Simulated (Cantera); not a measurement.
Input: 1 mol B₂H₆, 4.6 mol H₂O, 27 mol N₂, held at 1275 K and 10.0 Torr.

Method: chemical equilibrium by Gibbs-energy minimisation in Cantera with the NASA 1993 tables (ideal gas, pure condensed phases). Candidate condensed phases: B, BN, B₂O₃, B₃O₃H₃, H₂O; 39 gas species. The feed counts by its element totals alone. Gases not in the tables: H₃BO₃. Rates play no part.

Base state: N₂ 0.779, H₂ 0.173, H₂O 0.0441, HBO₂ 0.00412 (mole fractions); condensed: B₂O₃(l).

Problem. What changes in the equilibrium state with this change: H₂O from 4.6 to 0.33 mol?

Solution. 
| species | before | after |
|---|---|---|
| N₂ | 0.779 | 0.887 |
| H₂ | 0.173 | 0.113 |
| HBO₂ | 0.00412 | 0.000292 |
| H₂O | 0.0441 | 0.000221 |
| HBO | 1.70e-6 | 1.56e-5 |
| B₂O₃(l), mol | 0.928 | 0.102 |
| BN(s), mol | 0 | 1.79 |
N₂ is the only nitrogen source here; it is nearly inert below about 1500 K, so the nitride shown seldom forms there in practice. Mutual solubility and eutectic melting of coexisting phases are not modelled.

Problem. What changes in the equilibrium state with this change: temperature from 1275 K to 1400 K?

Solution. 
| species | before | after |
|---|---|---|
| N₂ | 0.779 | 0.774 |
| H₂ | 0.173 | 0.172 |
| H₂O | 0.0441 | 0.0380 |
| HBO₂ | 0.00412 | 0.0158 |
| B₂O₃ | 6.90e-6 | 0.000180 |
| HBO | 1.70e-6 | 2.00e-5 |
| B₂O₃(l), mol | 0.928 | 0.718 |

Problem. What changes in the equilibrium state with this change: H₂O from 4.6 to 1.9 mol?

Solution. 
```tsv
species	before	after
N₂	0.779	0.844
H₂	0.173	0.155
HBO₂	0.00412	0.000339
H₂O	0.0441	0.000299
HBO	1.70e-6	1.85e-5
B₂O₃(l), mol	0.928	0.623
BN(s), mol	0	0.743
```
N₂ is the only nitrogen source here; it is nearly inert below about 1500 K, so the nitride shown seldom forms there in practice. Mutual solubility and eutectic melting of coexisting phases are not modelled.
